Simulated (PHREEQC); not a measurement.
Na2CO3 is added in steps, without added water, to 1 kg of water holding 0.083 mol/kgw HF and 0.0013 mol/kgw CsF, at 20 °C. Oxygen is held at 0.21 atm. CO2 from the air is kept out. No solid was allowed to form.

Base run: PHREEQC, ion-association model, wateq4f.dat. Each further column changes one thing. The table gives F- (mol/kgw).

| Na2CO3 added (mol) | base | Debye-Hückel limiting law | metal-ligand complexes left out | Davies equation for every ion | all activity coefficients set to 1 |
|---|---|---|---|---|---|
| 0 | 0.00690 | 0.00701 | 0.00690 | 0.00693 | ? |
| 0.02625 | 0.0491 | 0.0493 | ? | 0.0491 | ? |
| 0.0525 | 0.0814 | 0.0819 | 0.0842 | 0.0813 | 0.0796 |
| 0.07875 | 0.0806 | 0.0814 | 0.0843 | 0.0804 | 0.0778 |
| 0.105 | 0.0799 | 0.0812 | 0.0843 | 0.0796 | 0.0764 |
| 0.1313 | 0.0793 | 0.0810 | 0.0843 | 0.0790 | ? |
| 0.1575 | 0.0788 | 0.0809 | 0.0843 | 0.0783 | ? |
| 0.1837 | 0.0783 | 0.0808 | 0.0843 | 0.0777 | ? |
| 0.21 | 0.0778 | 0.0808 | 0.0843 | 0.0771 | ? |

Task: Complete the blanks.

Result: 
- 0, all activity coefficients set to 1: 0.00638
- 0.02625, metal-ligand complexes left out: 0.0500
- 0.02625, all activity coefficients set to 1: 0.0486
- 0.1313, all activity coefficients set to 1: 0.0753
- 0.1575, all activity coefficients set to 1: 0.0742
- 0.1837, all activity coefficients set to 1: 0.0731
- 0.21, all activity coefficients set to 1: 0.0721

wateq4f.dat counts part of the HF as a dimer, H2F2, which phreeqc.dat doesn't know; its constant is uncertain.
